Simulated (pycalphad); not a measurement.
Source of the numbers: pycalphad with the COST 507 light-alloy database (1999); pressure 1 atm. The data set is of 1999 and partly superseded. Not assessed as a whole: an extrapolation from subsystems, which can miss ternary compounds. Amounts are mole fractions of atoms.

Question: Give the equilibrium state of Ti-1.45Al-0.71C (at.%) at 1100 K.

Answer: HCP_A3, fraction 0.997, with 1.5 Al, 0.62 C at.%; FCC_A1, fraction 0.003, with <0.01 Al, 34.9 C at.%.

Question: Give the equilibrium state of Ti-1.45Al-0.71C (at.%) at 1200 K.

Answer: 
```
T = 1200.00 K, P = 101325 Pa, N = 1 mol of atoms
G = -61568 J/mol, H = 28257 J/mol, S = 74.85 J/(mol K)  (SER reference)
chemical potentials (J/mol): Ti -58847, Al -158729, C -237987
phase             fraction      x(Ti)      x(Al)       x(C)
BCC_A2              0.9883     0.9822     0.0147     0.0031
FCC_A1              0.0117     0.6549   3.08e-12     0.3451
```

FCC_A1 is fcc; BCC_A2 is bcc; HCP_A3 is hcp. The fcc model also describes the rock-salt carbide or nitride (TiC, TiN, HfC).
